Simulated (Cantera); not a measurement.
An isothermal, constant-pressure homogeneous reactor starts with 28.1 % H₂, 71.9 % O₂, equivalence ratio 0.20, at 923 K and 0.0120 bar.

Computed with Cantera and GRI-Mech 3.0 (53 species, 325 reactions). Radical loss at walls, strong at low pressure, is not modelled. Below about 950 K walls govern HO2 and H2O2 in real vessels. The temperature is held fixed by assumption; the heat of reaction is taken as removed at once.

x: mole fraction; the columns are a selection and need not sum to one.

| t (s) | x H₂ | x O₂ | x H | x H₂O₂ | x H₂O | x HO₂ | x OH |
|---|---|---|---|---|---|---|---|
| 0.000100 | 0.281 | 0.719 | 1.76e-11 | <1e-12 | 1.83e-12 | 1.80e-11 | 1.05e-12 |
| 0.000484 | 0.281 | 0.719 | 1.45e-10 | <1e-12 | 1.02e-10 | 8.94e-11 | 1.33e-11 |
| 0.00234 | 0.281 | 0.719 | 6.76e-8 | 1.03e-12 | 9.07e-8 | 2.41e-9 | 6.65e-9 |
| 0.0113 | 0.0160 | 0.649 | 0.0475 | … | 0.267 | 2.16e-5 | 0.00411 |
| 0.0548 | 0.000430 | 0.673 | 3.61e-5 | … | 0.326 | 7.62e-6 | 0.000233 |
| 0.265 | 2.43e-5 | 0.674 | 4.36e-7 | … | 0.326 | 8.66e-7 | 5.37e-5 |
| 1.28 | 8.03e-7 | 0.674 | 8.41e-9 | … | 0.326 | 7.09e-8 | 1.53e-5 |
| 6.20 | 3.41e-8 | 0.674 | 3.36e-10 | … | 0.326 | 8.85e-9 | 5.32e-6 |
| 30.0 | 4.48e-9 | 0.674 | 2.26e-11 | … | 0.326 | 1.59e-9 | 2.16e-6 |

Problem. Fill in the missing entries.

Solution. 
- 0.0113, x H₂O₂: 5.58e-7
- 0.0548, x H₂O₂: 4.69e-7
- 0.265, x H₂O₂: 1.47e-7
- 1.28, x H₂O₂: 3.69e-8
- 6.20, x H₂O₂: 9.57e-9
- 30.0, x H₂O₂: 2.59e-9
